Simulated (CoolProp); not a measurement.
Properties of toluene along the isobar 1.37 MPa.

Computed with CoolProp (reference Helmholtz-energy equation of state, Lemmon 2006). It is a short technical equation, of lower accuracy than the large ones.

```
T (K)   phase  Joule-Thomson coefficient (K/MPa)  isothermal compressibility (1/MPa)  fugacity coefficient
-----  ------  ---------------------------------  ----------------------------------  --------------------
395.5  liquid                            -0.2956                            0.001980                0.1016
402.9  liquid                            -0.2790                            0.002124                0.1221
410.3  liquid                            -0.2614                            0.002284                0.1454
417.7  liquid                            -0.2426                            0.002462                0.1718
425.1  liquid                            -0.2226                            0.002662                0.2014
432.5  liquid                            -0.2009                            0.002887                0.2344
439.9  liquid                            -0.1774                            0.003142                0.2709
447.3  liquid                            -0.1517                            0.003434                0.3111
454.7  liquid                            -0.1234                            0.003769                0.3551
462.1  liquid                           -0.09181                            0.004158                0.4028
469.5  liquid                           -0.05636                            0.004614                0.4545
476.9  liquid                           -0.01607                            0.005155                0.5100
484.2  liquid                            0.02961                            0.005796                0.5685
491.6  liquid                            0.08363                            0.006589                0.6316
499    liquid                             0.1478                            0.007577                0.6984
506.4  liquid                             0.2257                            0.008838                0.7688
```
